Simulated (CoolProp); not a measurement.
Vapour-liquid equilibrium of CH2F2 (R32) (1) + R134a (2) at 16.3 bar; x and y are mole fractions of (1).

The numbers come from the multi-fluid Helmholtz-energy mixture model, Tillner-Roth 1997 and Tillner-Roth 1994; pair parameters Lemmon 2004 in CoolProp.

| x | bubble temperature, mixture model (°C) | bubble temperature, Raoult's law (°C) | y, mixture model | y, Raoult's law |
|---|---|---|---|---|
| 0.05 | 56.3 | 56.0 | 0.086 | 0.110 |
| 0.2 | 49.6 | 48.7 | 0.313 | 0.374 |
| 0.35 | 43.6 | 42.6 | 0.498 | 0.566 |
| 0.5 | 38.3 | 37.3 | 0.651 | 0.711 |
| 0.65 | 33.4 | 32.6 | 0.778 | 0.822 |
| 0.8 | 29.0 | 28.5 | 0.884 | 0.910 |
| 0.95 | 24.9 | 24.8 | 0.974 | 0.980 |

The largest gap from Raoult's law is +1.0 K in bubble temperature, at x = 0.35. No azeotrope shows between x = 0.05 and 0.95.

The pair parameters rest on a limited set of measurements; away from them the model extrapolates.
